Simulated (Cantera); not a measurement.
Input: 1 mol MgCO₃, 0.092 mol SO₃, 0.95 mol H₂O, at 1 atm.

Cantera equilibrium calculation (NASA polynomials, part measured and part estimated; ideal gas, pure solids and liquids). Candidate condensed phases: C, C₆H₆, C₇H₈, C₈H₁₈, H₂O, H₂SO₄, Mg, MgCO₃, MgO, Mg(OH)₂, MgS, MgSO₄, S; 130 gas species. Mutual solubility and eutectic melting of coexisting phases are not modelled. Equilibrium is a limit: real reactors are often held back by kinetics, nucleation or transport.

Problem. Which condensed phases are stable at each of these points (T (°C)): 727, 777, 827, 877, 927, 977, 1027, 1077, 1127, 1177?

Solution. 
```csv
T (°C),condensed phases,Mg condensed (%)
727,MgO(s) + MgSO₄(s),100.0
777,MgO(s) + MgSO₄(s),100.0
827,MgO(s) + MgSO₄(s),100.0
877,MgO(s) + MgSO₄(s),100.0
927,MgO(s) + MgSO₄(s),100.0
977,MgO(s),100.0
1027,MgO(s),100.0
1077,MgO(s),100.0
1127,MgO(s),100.0
1177,MgO(s),100.0
```

From 727 °C to 927 °C the condensed part is MgO(s) + MgSO₄(s). From 977 °C to 1177 °C the condensed part is MgO(s).
